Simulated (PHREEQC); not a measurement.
A solution holds 0.062 mol/kgw MgCl2, 0.021 mol/kgw FeCl2, 0.0041 mol/kgw Cs2SO4 and 0.00012 mol/kgw K3PO4, at 34 °C. Closed to the air; pH follows from the charge balance.

Equilibrium calculation in PHREEQC: ion-association model, wateq4f.dat.

This is a speciation only: nothing precipitates in the calculation.

Problem. Order these P species by the share of P that they hold, largest first: FeH2PO4+, MgHPO4, FeHPO4, MgPO4-, HPO4-2.

Solution. FeHPO4 (46 %), MgHPO4 (34 %), HPO4-2 (7.9 %), FeH2PO4+ (5.2 %), MgPO4- (3.4 %)

The pH is 7.39 and the ionic strength 0.248 mol/kgw. Complexes and solids missing from the database can't appear. H3PO4, which wateq4f.dat lacks, is added to it with the constant of phreeqc.dat.
